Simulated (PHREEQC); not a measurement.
A solution holds 13 mmol/kgw HCl, 0.27 mmol/kgw FeSO4 and 4 mmol/kgw Fe2(SO4)3, at 8 °C. Closed to the air; pH follows from the charge balance.

All values are PHREEQC results (ion-association model, wateq4f.dat), not measurements.

```csv
quantity,before,after
pH,2.01,2.86
ionic strength (mol/kgw),0.0303,0.00433
SO4-2 (mol/kgw),0.00378,0.000746
HSO4- (mol/kgw),0.00162,5.83e-5
```

Problem. Which change was made?
(A) FeSO4 replaced by CuSO4 at the same molality
(B) 0.01 mol/kgw CdSO4 added
(C) diluted 10-fold with water
(D) diluted 5-fold with water
(E) FeSO4 left out

Solution. C, diluted 10-fold with water

This is a speciation only: nothing precipitates in the calculation. Some of these states are supersaturated (in Hematite (slow to form), Goethite (slow to form), for instance). At this temperature some constants are extrapolated from 25 °C, and those without enthalpy data are left unchanged.
